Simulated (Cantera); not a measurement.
## Adiabatic ignition

An adiabatic, constant-pressure homogeneous reactor starts with 5.54 % CH4, 0.383 % H2, 19.8 % O2, 74.3 % N2, equivalence ratio 0.57, at 1598 K and 25.7 atm.

Cantera simulation using GRI-Mech 3.0 (53 species, 325 reactions); the numbers are that mechanism's predictions, not measurements. The pressure lies above the range GRI-Mech 3.0 was tuned for (to about 10 atm).

```json
[
 {"t (s)": "2.00e-6", "T (K)": "1598", "x CH4": "0.0554", "x H2": "0.00382", "x O2": "0.198", "x H": "9.83e-8", "x HCN": "<1e-12"},
 {"t (s)": "9.71e-6", "T (K)": "1603", "x CH4": "0.0542", "x H2": "0.00383", "x O2": "0.197", "x H": "1.61e-6", "x HCN": "<1e-12"},
 {"t (s)": "4.72e-5", "T (K)": "2675", "x CH4": "<1e-12", "x H2": "0.000976", "x O2": "0.0835", "x H": "0.000319", "x HCN": "1.98e-11"},
 {"t (s)": "0.000229", "T (K)": "2667", "x CH4": "<1e-12", "x H2": "0.000958", "x O2": "0.0813", "x H": "0.000306", "x HCN": "2.50e-11"},
 {"t (s)": "0.00111", "T (K)": "2650", "x CH4": "<1e-12", "x H2": "0.000920", "x O2": "0.0767", "x H": "0.000281", "x HCN": "3.21e-11"},
 {"t (s)": "0.00540", "T (K)": "2646", "x CH4": "<1e-12", "x H2": "0.000910", "x O2": "0.0755", "x H": "0.000275", "x HCN": "3.33e-11"},
 {"t (s)": "0.0262", "T (K)": "2646", "x CH4": "<1e-12", "x H2": "0.000910", "x O2": "0.0755", "x H": "0.000275", "x HCN": "3.33e-11"},
 {"t (s)": "0.127", "T (K)": "2646", "x CH4": "<1e-12", "x H2": "0.000910", "x O2": "0.0755", "x H": "0.000275", "x HCN": "3.33e-11"},
 {"t (s)": "0.618", "T (K)": "2646", "x CH4": "<1e-12", "x H2": "0.000910", "x O2": "0.0755", "x H": "0.000275", "x HCN": "3.33e-11"},
 {"t (s)": "3.00", "T (K)": "2646", "x CH4": "<1e-12", "x H2": "0.000910", "x O2": "0.0755", "x H": "0.000275", "x HCN": "3.33e-11"}
]
```
x: mole fraction; the columns are a selection and need not sum to one.

The time of steepest temperature rise comes out as 24.1 µs, the temperature at 3.00 s comes out as 2646 K and the equilibrium temperature comes out as 2646 K. The x(CH4) at 3.00 s comes out as <1e-12 (gas-phase equilibrium <1e-12). The x(H2) at 3.00 s comes out as 0.000910 (gas-phase equilibrium 0.000910) and the x(O2) at 3.00 s is 0.0755 (gas-phase equilibrium 0.0755).
